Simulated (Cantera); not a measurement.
Feed: 1 mol SiCl₄, 11 mol N₂, at 1798 K and 160000 Pa.

Cantera equilibrium calculation (NASA polynomials, part measured and part estimated; ideal gas, pure solids and liquids). Candidate condensed phases: Si, Si₃N₄; 13 gas species. The tables' values for SiCl₃ are old estimates; treat these amounts as uncertain. Equilibrium is a limit: real reactors are often held back by kinetics, nucleation or transport.

Base state: N₂ 0.913, SiCl₄ 0.0787, Cl 0.00406, SiCl₃ 0.00396, SiCl₂ 0.000322, Cl₂ 0.000270 (mole fractions); condensed: gas only.

Question: What changes in the equilibrium state with this change: pressure from 160000 Pa to 133 Pa?

Answer: 
```tsv
species	before	after
N₂	0.913	0.809
Cl	0.00406	0.117
SiCl₂	0.000322	0.0512
SiCl₄	0.0787	0.00722
SiCl₃	0.00396	0.0151
Cl₂	0.000270	0.000187
```

Question: What changes in the equilibrium state with this change: temperature from 1798 K to 1298 K?

Answer: 
```csv
species,before,after
N₂,0.913,0.917
SiCl₄,0.0787,0.0833
SiCl₃,0.00396,3.20e-5
Cl,0.00406,2.18e-5
SiCl₂,0.000322,7.33e-8
Cl₂,0.000270,5.14e-6
```
